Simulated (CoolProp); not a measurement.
Aqueous propylene glycol as a coolant, 29 % by mass, freezing at -12.2 °C, 1 atm.

The numbers come from the Melinder's fits for secondary coolants in CoolProp.

| T (°C) | conductivity (W/(m K)) | density (kg/m³) | Prandtl number | cp (kJ/(kg K)) |
|---|---|---|---|---|
| -7.8 | 0.426 | 1033 | … | 3.796 |
| -4.3 | … | … | 74.9 | 3.806 |
| -0.8 | 0.432 | 1031 | 62.2 | 3.815 |
| 2.6 | … | 1030 | 52.3 | 3.824 |
| 6.1 | 0.438 | … | 44.2 | 3.833 |
| 9.5 | 0.440 | 1027 | 37.8 | 3.842 |
| 13 | 0.443 | 1026 | 32.5 | 3.852 |
| 16.4 | 0.446 | 1024 | 28.3 | 3.861 |
| 19.9 | 0.449 | 1023 | 24.7 | 3.870 |
| 23.3 | 0.452 | 1021 | 21.8 | 3.879 |
| 26.8 | 0.455 | 1020 | 19.3 | 3.888 |
| 30.2 | 0.457 | 1018 | 17.2 | 3.897 |

Q: Fill in the missing entries.

A: 
- -7.8, Prandtl number: 91.2
- -4.3, conductivity (W/(m K)): 0.429
- -4.3, density (kg/m³): 1032
- 2.6, conductivity (W/(m K)): 0.435
- 6.1, density (kg/m³): 1028
